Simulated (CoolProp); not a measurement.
A simple Rankine cycle with carbonyl sulfide: condensing at 302.15 K, boiler at 3.93 MPa, turbine inlet 353.1 K, turbine efficiency 0.9, pump efficiency 0.6, no recuperator. Each further row changes one setting.

The numbers come from the reference Helmholtz-energy equation of state, Lemmon 2006 in CoolProp. It is a short technical equation, of lower accuracy than the large ones.

```tsv
case	thermal efficiency (%)	net work (kJ/kg)	heat in (kJ/kg)	turbine exit temperature (K)	volume ratio over the turbine
as stated	10.1	24.1	238	302.2	2.75
turbine inlet 373.1 K	?	28.2	265	302.2	2.51
condensing temperature 294.15 K	11.7	?	249	294.2	?
boiler pressure 2.75 MPa	7.4	19.6	?	306.7	1.80
turbine efficiency 0.8	?	21.0	238	302.2	?
```

### Question
Fill in the missing entries.

### Answer

- turbine inlet 373.1 K, thermal efficiency (%): 10.6
- condensing temperature 294.15 K, net work (kJ/kg): 29.2
- condensing temperature 294.15 K, volume ratio over the turbine: 3.32
- boiler pressure 2.75 MPa, heat in (kJ/kg): 264
- turbine efficiency 0.8, thermal efficiency (%): 8.8
- turbine efficiency 0.8, volume ratio over the turbine: 2.79

The expansion ends wet for: as stated; turbine inlet 373.1 K; condensing temperature 294.15 K; turbine efficiency 0.8.
